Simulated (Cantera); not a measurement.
Aluminium and copper etching: Al + Cl2 + H2

Feed: 1 mol Al, 0.45 mol Cl2, 5.4 mol H2, held at 7.00 mbar.

Method: chemical equilibrium by Gibbs-energy minimisation in Cantera with the NASA 1993 tables (ideal gas, pure condensed phases). Candidate condensed phases: Al, AlCl3; 12 gas species. The tables' values for AlCl2 are old estimates; treat these amounts as uncertain. Kinetics and transport are ignored.

From 1200 K to 1500 K the condensed part is Al(l). The main Al-bearing gas is AlCl throughout. The share of Al in condensed phases is highest at 1200 K (11.3 %) and lowest at 1500 K (8.8 %).

```json
[
 {"T (K)": "1200", "x H2": "0.859", "x AlCl": "0.139", "x Al": "3.80e-6", "x AlCl2": "0.00125", "x AlCl3": "0.000361", "x H": "2.19e-6", "n Al(l)": "0.113"},
 {"T (K)": "1225", "x H2": "0.858", "x AlCl": "0.141", "x Al": "7.17e-6", "x AlCl2": "0.000923", "x AlCl3": "0.000169", "x H": "3.45e-6", "n Al(l)": "0.109"},
 {"T (K)": "1250", "x H2": "0.858", "x AlCl": "0.141", "x Al": "1.32e-5", "x AlCl2": "0.000687", "x AlCl3": "8.10e-5", "x H": "5.35e-6", "n Al(l)": "0.106"},
 {"T (K)": "1275", "x H2": "0.858", "x AlCl": "0.142", "x Al": "2.37e-5", "x AlCl2": "0.000516", "x AlCl3": "3.98e-5", "x H": "8.16e-6", "n Al(l)": "0.104"},
 {"T (K)": "1300", "x H2": "0.857", "x AlCl": "0.142", "x Al": "4.17e-5", "x AlCl2": "0.000391", "x AlCl3": "2.01e-5", "x H": "1.22e-5", "n Al(l)": "0.103"},
 {"T (K)": "1325", "x H2": "0.857", "x AlCl": "0.142", "x Al": "7.16e-5", "x AlCl2": "0.000300", "x AlCl3": "1.04e-5", "x H": "1.81e-5", "n Al(l)": "0.102"},
 {"T (K)": "1350", "x H2": "0.857", "x AlCl": "0.142", "x Al": "0.000120", "x AlCl2": "0.000232", "x AlCl3": "5.50e-6", "x H": "2.64e-5", "n Al(l)": "0.101"},
 {"T (K)": "1375", "x H2": "0.857", "x AlCl": "0.142", "x Al": "0.000199", "x AlCl2": "0.000181", "x AlCl3": "2.99e-6", "x H": "3.79e-5", "n Al(l)": "0.100"},
 {"T (K)": "1400", "x H2": "0.857", "x AlCl": "0.142", "x Al": "0.000322", "x AlCl2": "0.000142", "x AlCl3": "1.66e-6", "x H": "5.38e-5", "n Al(l)": "0.0991"},
 {"T (K)": "1425", "x H2": "0.857", "x AlCl": "0.142", "x Al": "0.000514", "x AlCl2": "0.000113", "x AlCl3": "9.41e-7", "x H": "7.55e-5", "n Al(l)": "0.0976"},
 {"T (K)": "1450", "x H2": "0.856", "x AlCl": "0.142", "x Al": "0.000805", "x AlCl2": "9.06e-5", "x AlCl3": "5.44e-7", "x H": "0.000105", "n Al(l)": "0.0954"},
 {"T (K)": "1475", "x H2": "0.856", "x AlCl": "0.142", "x Al": "0.00124", "x AlCl2": "7.31e-5", "x AlCl3": "3.21e-7", "x H": "0.000143", "n Al(l)": "0.0923"},
 {"T (K)": "1500", "x H2": "0.855", "x AlCl": "0.142", "x Al": "0.00189", "x AlCl2": "5.94e-5", "x AlCl3": "1.93e-7", "x H": "0.000195", "n Al(l)": "0.0878"}
]
```
x: gas mole fraction; n: condensed amount in mol.
